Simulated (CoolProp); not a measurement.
Properties of fluorine at several states.

Values from CoolProp's reference Helmholtz-energy equation of state, de Reuck 1990.

```json
[
 {"T (°C)": "-114.95", "p (MPa)": "0.171", "phase": "gas", "density (kg/m³)": "4.980", "cp (kJ/(kg K))": "0.7822", "cv (kJ/(kg K))": "0.5556", "Joule-Thomson coefficient (K/MPa)": "6.655", "isothermal compressibility (1/MPa)": "5.896"},
 {"T (°C)": "6.85", "p (MPa)": "20", "phase": "supercritical", "density (kg/m³)": "340.7", "cp (kJ/(kg K))": "1.072", "cv (kJ/(kg K))": "0.6354", "Joule-Thomson coefficient (K/MPa)": "1.126", "isothermal compressibility (1/MPa)": "0.04780"},
 {"T (°C)": "-96.65", "p (MPa)": "15", "phase": "supercritical", "density (kg/m³)": "683.5", "cp (kJ/(kg K))": "2.176", "cv (kJ/(kg K))": "0.6858", "Joule-Thomson coefficient (K/MPa)": "1.516", "isothermal compressibility (1/MPa)": "0.05890"},
 {"T (°C)": "-63.95", "p (MPa)": "0.552", "phase": "gas", "density (kg/m³)": "12.18", "cp (kJ/(kg K))": "0.7996", "cv (kJ/(kg K))": "0.5693", "Joule-Thomson coefficient (K/MPa)": "3.780", "isothermal compressibility (1/MPa)": "1.831"},
 {"T (°C)": "6.65", "p (MPa)": "0.0614", "phase": "gas", "density (kg/m³)": "1.003", "cp (kJ/(kg K))": "0.8158", "cv (kJ/(kg K))": "0.5964", "Joule-Thomson coefficient (K/MPa)": "2.145", "isothermal compressibility (1/MPa)": "16.29"},
 {"T (°C)": "-25.95", "p (MPa)": "10.2", "phase": "supercritical", "density (kg/m³)": "205.7", "cp (kJ/(kg K))": "1.009", "cv (kJ/(kg K))": "0.6178", "Joule-Thomson coefficient (K/MPa)": "2.099", "isothermal compressibility (1/MPa)": "0.1036"}
]
```
